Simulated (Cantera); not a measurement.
Input: 1 mol SF6, 0.29 mol H2O, a varied amount of N2, held at 2675 K and 10.0 mbar.

Method: chemical equilibrium by Gibbs-energy minimisation in Cantera with the NASA 1993 tables (ideal gas, pure condensed phases). Candidate condensed phases: H2O, H2SO4, S; 62 gas species. Equilibrium is a limit: real reactors are often held back by kinetics, nucleation or transport.

x: gas mole fraction; nothing condenses.

```
n(N2) (mol)   x N2    x F     x S    x HF     x SO      x S2
-----------  -----  -----  ------  ------  -------  --------
3.8          0.353  0.501  0.0598  0.0538   0.0196       ___
5.4          0.436  0.436  0.0533  0.0468   0.0168       ___
7            0.500  0.386  0.0481  0.0414   0.0146       ___
8.6          0.551  0.346  0.0439  0.0371   0.0129       ___
10           0.588  0.318  0.0409  0.0340   0.0116       ___
12           0.631  0.284  0.0372  0.0304   0.0102       ___
13           0.649  0.270  0.0356  0.0289  0.00960       ___
15           0.681  0.245  0.0328  0.0262  0.00856   0.00141
16           0.694  0.235  0.0315  0.0251  0.00811   0.00131
18           0.719  0.216  0.0294  0.0231  0.00732       ___
20           0.739  0.200  0.0275  0.0214  0.00666  0.000993
21           0.748  0.193  0.0266  0.0206  0.00636  0.000933
```

Q: What belongs in the gaps?

A: 
- 3.8, x S2: 0.00470
- 5.4, x S2: 0.00374
- 7, x S2: 0.00305
- 8.6, x S2: 0.00254
- 10, x S2: 0.00220
- 12, x S2: 0.00182
- 13, x S2: 0.00167
- 18, x S2: 0.00113
